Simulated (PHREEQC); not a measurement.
# Metal-bearing waste water (model solution)

Solution (70 °C): 0.0034 mol/kgw FeCl3, 4.1e-05 mol/kgw CuCl2, 0.097 mol/kgw H2SO4 and 0.004 mol/kgw NaCl. Closed to the air; pH follows from the charge balance.

Equilibrium calculation in PHREEQC: ion-association model, wateq4f.dat.

Each row changes one thing in this solution. Precipitation was switched off in this run.

```json
[
 {"case": "as made", "pH": "1.07", "ionic strength (mol/kgw)": "0.126", "Cu+2 (mol/kgw)": "3.13e-5", "CuCl+ (mol/kgw)": "2.78e-6", "SI of Halite (NaCl)": "-6.18", "SI of Tenorite (CuO)": "-8.99"},
 {"case": "FeCl3 replaced by CdCl2 at the same molality", "pH": "1.07", "ionic strength (mol/kgw)": "0.125", "Cu+2 (mol/kgw)": "3.17e-5", "CuCl+ (mol/kgw)": "2.01e-6", "SI of Halite (NaCl)": "___", "SI of Tenorite (CuO)": "-8.98"},
 {"case": "diluted 2-fold with water", "pH": "1.33", "ionic strength (mol/kgw)": "0.0665", "Cu+2 (mol/kgw)": "1.57e-5", "CuCl+ (mol/kgw)": "8.45e-7", "SI of Halite (NaCl)": "-6.73", "SI of Tenorite (CuO)": "-8.67"},
 {"case": "FeCl3 left out", "pH": "1.07", "ionic strength (mol/kgw)": "0.117", "Cu+2 (mol/kgw)": "3.24e-5", "CuCl+ (mol/kgw)": "8.45e-7", "SI of Halite (NaCl)": "-6.72", "SI of Tenorite (CuO)": "-8.95"},
 {"case": "H2SO4 left out", "pH": "2.48", "ionic strength (mol/kgw)": "0.0177", "Cu+2 (mol/kgw)": "3.56e-5", "CuCl+ (mol/kgw)": "5.35e-6", "SI of Halite (NaCl)": "-6.04", "SI of Tenorite (CuO)": "-5.87"},
 {"case": "diluted 100-fold with water", "pH": "2.79", "ionic strength (mol/kgw)": "0.00250", "Cu+2 (mol/kgw)": "3.67e-7", "CuCl+ (mol/kgw)": "___", "SI of Halite (NaCl)": "-9.97", "SI of Tenorite (CuO)": "-7.11"}
]
```

**Question.** Complete the blanks.

**Answer.** 
- FeCl3 replaced by CdCl2 at the same molality, SI of Halite (NaCl): -6.33
- diluted 100-fold with water, CuCl+ (mol/kgw): 7.58e-10

Some of these states are supersaturated (in Hematite (slow to form), Goethite (slow to form), for instance). Away from 25 °C the constants follow the database's enthalpies or fits; those with neither stay at their 25 °C values.
